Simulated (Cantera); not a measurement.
What does this Cantera script print?

```python
import numpy as np
import cantera as ct

gas_names = """
    F FO FO2 F2 F2O N NF NF2 NF3 NO NO2 NO3 N2 N2O O O2 O3 Si SiF SiF2 SiF3 SiF4 SiN SiO SiO2 Si2 Si2N
    Si3
""".split()
cond_names = """
    Si(cr) Si(L) SiO2(Lqz) SiO2(hqz) SiO2(L) Si2N2O(s) Si3N4(a)
""".split()


# ... load() reads the species with a 1 bar reference pressure and builds the phases ...
atoms = {
    'SiF4': {'Si': 1, 'F': 4},
    'O3': {'O': 3},
    'N2': {'N': 2},
}
top_T = {'Si2N2O(s)': 2100, 'Si3N4(a)': 2400}  # K; cautious upper limits of use, not melting points


# ... equilibrate(T, P, feed) seeds the gas with the atoms and calls Mixture.equilibrate('TP', solver="vcs", rtol=1e-11, max_steps=5000) ...
results = []
feed = {'SiF4': 1, 'O3': 0.35, 'N2': 15}  # mol
P = 7.8  # Pa
for T in [698, 848, 998, 1148, 1298, 1448, 1598, 1748, 1898, 2048]:
    mix = equilibrate(T, P, feed)
    results.append((T, P, feed, dict(zip(mix.species_names, mix.species_moles))))
    x = sorted(zip(gas.X, gas.species_names), reverse=True)
    print(f"T = {T:g} K  P = {P:g} Pa  gas = {mix.phase_moles(0):.4g} mol")
    print("   x: " + "  ".join(f"{s} {v:.3e}" for v, s in x if v > 1e-06))
    print("   condensed (mol): " + ("  ".join(f"{mix.phase(i).name} {mix.phase_moles(i):.4g}"
          for i in range(1, mix.n_phases) if mix.phase_moles(i) > 1e-12) or "none"))
```

Output:

```
T = 698 K  P = 7.8 Pa  gas = 16.52 mol
   x: N2 9.077e-01  SiF4 6.051e-02  O2 3.177e-02
   condensed (mol): none
T = 848 K  P = 7.8 Pa  gas = 16.52 mol
   x: N2 9.077e-01  SiF4 6.051e-02  O2 3.177e-02  NO 1.820e-06
   condensed (mol): SiO2(hqz) 7.424e-12
T = 998 K  P = 7.8 Pa  gas = 16.53 mol
   x: N2 9.077e-01  SiF4 6.051e-02  O2 3.176e-02  NO 1.277e-05
   condensed (mol): SiO2(hqz) 1.863e-09
T = 1148 K  P = 7.8 Pa  gas = 16.53 mol
   x: N2 9.077e-01  SiF4 6.051e-02  O2 3.174e-02  NO 5.388e-05
   condensed (mol): SiO2(hqz) 1.081e-07
T = 1298 K  P = 7.8 Pa  gas = 16.53 mol
   x: N2 9.076e-01  SiF4 6.051e-02  O2 3.169e-02  NO 1.629e-04  O 3.439e-06
   condensed (mol): SiO2(hqz) 2.291e-06
T = 1448 K  P = 7.8 Pa  gas = 16.53 mol
   x: N2 9.075e-01  SiF4 6.051e-02  O2 3.155e-02  NO 3.911e-04  O 3.923e-05  F 7.969e-06  SiF3 2.633e-06
   condensed (mol): SiO2(hqz) 2.192e-05
T = 1598 K  P = 7.8 Pa  gas = 16.53 mol
   x: N2 9.071e-01  SiF4 6.046e-02  O2 3.122e-02  NO 7.939e-04  O 2.833e-04  F 6.135e-05  SiF3 3.944e-05  SiO 1.298e-06
   condensed (mol): SiO2(hqz) 6.071e-05
T = 1748 K  P = 7.8 Pa  gas = 16.54 mol
   x: N2 9.059e-01  SiF4 6.013e-02  O2 3.028e-02  O 1.445e-03  NO 1.411e-03  F 4.777e-04  SiF3 2.566e-04  SiO 4.981e-05  SiO2 5.232e-06
   condensed (mol): none
T = 1898 K  P = 7.8 Pa  gas = 16.62 mol
   x: N2 9.015e-01  SiF4 5.861e-02  O2 2.746e-02  O 5.503e-03  F 3.179e-03  NO 2.204e-03  SiF3 1.026e-03  SiO 5.177e-04  SiO2 1.763e-05  SiF2 5.882e-06
   condensed (mol): none
T = 2048 K  P = 7.8 Pa  gas = 16.9 mol
   x: N2 8.862e-01  SiF4 5.284e-02  O2 2.028e-02  F 1.600e-02  O 1.546e-02  SiO 3.166e-03  SiF3 3.083e-03  NO 2.871e-03  SiF2 5.058e-05  SiO2 3.709e-05
   condensed (mol): none
```

Equilibrium computed with Cantera from the NASA thermochemical tables; the gas is ideal and each condensed phase is pure. The tables' values for SiF3, SiF2, SiO2 are old estimates; treat these amounts as uncertain. The tables hold silica as quartz up to 1696 K and as liquid above; real silica turns to tridymite and cristobalite and melts near 1996 K.
